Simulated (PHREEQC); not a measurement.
PHREEQC input (ion-association model, phreeqc.dat):

```
SOLUTION_SPECIES
  CO3-2 + 10 H+ + 8 e- = CH4 + 3 H2O  # shut off: no methane
    -log_k -100
    -delta_h 0
    -analytic -100
  SO4-2 + 9 H+ + 8 e- = HS- + 4 H2O  # shut off: sulfate is not reduced
    -log_k -100
    -delta_h 0
    -analytic -100
SOLUTION 1
  temp 25
  units mol/kgw
  pH 7 charge
  Cl 0.03
  Na 0.166
  S(6) 0.068
END
SELECTED_OUTPUT 1
  -reset false
  -pH true
  -pe true
  -ionic_strength true
  -water true
  -totals C Cl Na S C(-4) C(4) S(-2) S(6) Ntg
  -molalities H+ Na+ Cl- CO3-2 SO4-2 OH- HCO3- CO2 (CO2)2 HSO4-
    S-2 HS- H2S NaOH NaCO3- NaHCO3 NaSO4-
  -saturation_indices Halite
USER_PUNCH 1
  -headings p_CO2(g) phi_CO2(g) p_Ntg(g) phi_Ntg(g) p_H2O(g) phi_H2O(g) density
  10 PUNCH PR_P("CO2(g)"), PR_PHI("CO2(g)"), PR_P("Ntg(g)"), PR_PHI("Ntg(g)"), PR_P("H2O(g)"), PR_PHI("H2O(g)"), RHO
PRINT
  -reset false
USE solution 1
REACTION_TEMPERATURE 1
  40
GAS_PHASE 1
  -fixed_pressure
  -pressure 2
  -temperature 40
  -volume 20
  CO2(g) 1.72
  Ntg(g) 0.28
  H2O(g) 0
END
# ... the last block is repeated for the other 12 points of P (atm)
```

Selected output (columns that matter, 13 of 13 rows; P (atm) added in front):

```
P (atm)	pH	mu	C	Cl	Na	S	Ntg	si_Halite	p_CO2(g)	phi_CO2(g)	p_Ntg(g)	phi_Ntg(g)	p_H2O(g)	phi_H2O(g)
2	4.0882	0.20824	0.037312	0.030032	0.16618	0.068072	0.00014756	-4.2006	1.6503	0.99054	0.27609	1.0022	0.073636	0.98396
5	3.8872	0.2082	0.093652	0.030032	0.16618	0.068073	0.00037697	-4.2009	4.2189	0.97648	0.70566	1.0052	0.075452	0.96139
10	3.7399	0.20817	0.18365	0.030034	0.16619	0.068078	0.00075861	-4.2014	8.501	0.95333	1.4203	1.0107	0.078635	0.92432
20	3.5987	0.20814	0.3494	0.030039	0.16622	0.068089	0.0015221	-4.2025	17.069	0.908	2.8451	1.024	0.085656	0.85217
30	3.5207	0.20813	0.49645	0.030045	0.16625	0.068102	0.0022923	-4.2036	25.642	0.86387	4.2641	1.0408	0.093709	0.7825
40	3.4687	0.20814	0.62525	0.030052	0.16629	0.068118	0.0030787	-4.2047	34.219	0.82088	5.6777	1.0618	0.10304	0.71515
50	3.4311	0.20817	0.73627	0.030061	0.16634	0.068138	0.0038938	-4.2057	42.8	0.77893	7.0864	1.0883	0.11396	0.64995
75	3.3718	0.20832	0.93977	0.030095	0.16653	0.068215	0.0061819	-4.208	64.26	0.67804	10.589	1.1898	0.15167	0.49531
100	3.3409	0.20871	1.0469	0.030164	0.16691	0.068371	0.0092167	-4.2093	85.715	0.58277	14.069	1.3738	0.21569	0.35381
150	3.3116	0.21016	1.109	0.030405	0.16824	0.068917	0.016956	-4.2091	128.54	0.43938	21.021	1.7914	0.43682	0.1807
200	3.2872	0.21121	1.1468	0.030586	0.16924	0.069328	0.022855	-4.2103	171.33	0.36422	27.993	1.9199	0.6745	0.12108
300	3.2411	0.21231	1.2116	0.030803	0.17044	0.06982	0.0315	-4.2159	256.91	0.29289	41.95	1.9794	1.1393	0.076725
400	3.1978	0.21277	1.2644	0.030932	0.17116	0.070113	0.038373	-4.2229	342.5	0.26168	55.91	2.0279	1.5917	0.058757
```

Constants without temperature data keep their 25 °C values here.
